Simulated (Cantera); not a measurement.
Feed: 1 mol Na2CO3, 0.23 mol O2, 0.14 mol H2O, equilibrated at 0.133 bar.

These are equilibrium values from Cantera (NASA tables, ideal gas, pure condensed phases), not measurements of a reactor. Candidate condensed phases: C, C6H6, C7H8, C8H18, H2O, Na, NaOH, NaO2, Na2CO3, Na2O, Na2O2; 117 gas species. Equilibrium is a limit: real reactors are often held back by kinetics, nucleation or transport.

**Question.** Which condensed phases are stable at each of these points (T (°C)): 752, 802, 852, 902, 952, 1002, 1052, 1102, 1152, 1202, 1252?

**Answer.** 
```tsv
T (°C)	condensed phases	Na condensed (%)
752	Na2CO3(s)	100.0
802	Na2CO3(s)	100.0
852	Na2CO3(l)	100.0
902	Na2CO3(l)	99.9
952	Na2CO3(l)	99.9
1002	Na2CO3(l)	99.8
1052	Na2CO3(l)	99.6
1102	Na2CO3(l)	99.2
1152	Na2CO3(l)	98.7
1202	Na2CO3(l)	97.9
1252	Na2CO3(l)	96.7
```

From 752 °C to 802 °C the condensed part is Na2CO3(s). From 852 °C to 1252 °C the condensed part is Na2CO3(l).
